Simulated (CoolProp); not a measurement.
Properties of carbon dioxide along the isobar 27900 kPa.

Values from CoolProp's reference Helmholtz-energy equation of state, Span 1996.

```
T (K)          phase  cp (kJ/(kg K))  Joule-Thomson coefficient (K/MPa)
-----  -------------  --------------  ---------------------------------
238.4         liquid           1.834                            -0.1722
248.3         liquid               ?                            -0.1457
258.2         liquid           1.852                            -0.1133
268.1         liquid           1.868                           -0.07392
278           liquid           1.889                           -0.02636
287.9         liquid           1.914                            0.03091
297.7         liquid           1.942                            0.09889
307.6  supercritical           1.976                             0.1814
317.5  supercritical           2.012                             0.2804
327.4  supercritical           2.050                                  ?
337.3  supercritical           2.086                                  ?
347.2  supercritical               ?                             0.6918
357.1  supercritical           2.132                                  ?
367    supercritical           2.123                              1.034
```

What belongs in the gaps?


- 248.3, cp (kJ/(kg K)): 1.841
- 327.4, Joule-Thomson coefficient (K/MPa): 0.3979
- 337.3, Joule-Thomson coefficient (K/MPa): 0.5352
- 347.2, cp (kJ/(kg K)): 2.117
- 357.1, Joule-Thomson coefficient (K/MPa): 0.8616
